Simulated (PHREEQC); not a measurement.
# Polishing slurry liquid (model solution)

Consider water at 25 °C with 0.23 mol/kgw K2CO3, 0.016 mol/kgw KNO3 and 3.1e-05 mol/kgw CuSO4. Closed to the air; pH follows from the charge balance.

Model: ion-association model, wateq4f.dat, run in PHREEQC.

Precipitation was switched off in this run.

### Question
Estimate the pH, activity of water.

### Answer
pH 11.47; activity of water 0.988.

### Question
In which forms is Cu present?

### Answer
Cu(OH)2 94 %, Cu(CO3)2-2 2.8 %, Cu(OH)3- 2.6 % of the Cu.

The solution is supersaturated, for example in Cu(OH)2, Tenorite (slow to form), so a real one may precipitate; this is no full list. Caution: at this ionic strength the ion-association model is outside its range; a Pitzer model would be the better tool where its parameters exist. The database's constant for dissolved Cu(OH)2 is higher than later reviews accept.
